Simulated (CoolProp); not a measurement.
Values from CoolProp's reference Helmholtz-energy equation of state, Leachman 2009.

Task: For normal hydrogen, give the phase and the cv (kJ/(kg K)), Prandtl number at -248.85 °C and 39.4 bar; -175.05 °C and 39.4 bar.

Result: 
- -248.85 °C and 39.4 bar: liquid; cv 5.95, Prandtl number 1.19
- -175.05 °C and 39.4 bar: supercritical; cv 7.15, Prandtl number 0.699

Viscosity comes from a separate model (Muzny 2013). Thermal conductivity comes from a separate model (Assael 2011).
